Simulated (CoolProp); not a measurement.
The numbers come from the reference Helmholtz-energy equation of state, Lemmon 2005 in CoolProp. It is a short technical equation, of lower accuracy than the large ones.

Task: For trans-2-butene, give the phase and the Z, cp (kJ/(kg K)), speed of sound (m/s), expansivity (1/kK) at 123.95 °C and 0.801 MPa.

Result: 
- 123.95 °C and 0.801 MPa: gas; Z 0.904, cp 2.06, speed of sound 232, expansivity 3.50
